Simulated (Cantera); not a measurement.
# N2O furnace oxynitridation

An isothermal, constant-pressure homogeneous reactor starts with N₂O : H₂ : N₂ = 1 : 0.069 : 0.59 (molar parts), at 1500 K and 0.00533 atm.

Computed with Cantera and GRI-Mech 3.0 (53 species, 325 reactions). GRI-Mech 3.0 was tuned for natural gas; its chemistry of N2O as a main component is partial and can be far from experiment. Radical loss at walls, strong at low pressure, is not modelled. The temperature is held fixed by assumption; the heat of reaction is taken as removed at once.

```json
[
 {"t (s)": "0.000100", "x N₂O": "0.603", "x H₂": "0.0416", "x OH": "1.61e-6", "x O₂": "4.08e-7", "x N₂": "0.356"},
 {"t (s)": "0.000464", "x N₂O": "0.603", "x H₂": "0.0415", "x OH": "2.36e-5", "x O₂": "5.67e-6", "x N₂": "0.356"},
 {"t (s)": "0.00215", "x N₂O": "0.601", "x H₂": "0.0404", "x OH": "0.000134", "x O₂": "4.27e-5", "x N₂": "0.357"},
 {"t (s)": "0.0100", "x N₂O": "0.586", "x H₂": "0.0266", "x OH": "0.000376", "x O₂": "0.000338", "x N₂": "0.371"},
 {"t (s)": "0.0464", "x N₂O": "0.551", "x H₂": "0.00166", "x OH": "0.000326", "x O₂": "0.00301", "x N₂": "0.401"},
 {"t (s)": "0.215", "x N₂O": "0.507", "x H₂": "2.93e-6", "x OH": "0.000264", "x O₂": "0.0160", "x N₂": "0.426"},
 {"t (s)": "1.00", "x N₂O": "0.356", "x H₂": "2.49e-6", "x OH": "0.000276", "x O₂": "0.0631", "x N₂": "0.509"},
 {"t (s)": "4.64", "x N₂O": "0.0837", "x H₂": "3.77e-6", "x OH": "0.000258", "x O₂": "0.150", "x N₂": "0.659"},
 {"t (s)": "21.5", "x N₂O": "0.000269", "x H₂": "3.01e-6", "x OH": "0.000194", "x O₂": "0.177", "x N₂": "0.706"},
 {"t (s)": "100", "x N₂O": "1.40e-6", "x H₂": "2.01e-6", "x OH": "0.000159", "x O₂": "0.177", "x N₂": "0.706"}
]
```
x: mole fraction; the columns are a selection and need not sum to one.

Equilibrium at this temperature and pressure: N₂O 5.36e-9, H₂ 1.80e-6, OH 0.000166, O₂ 0.218, N₂ 0.748 (gas phase only).
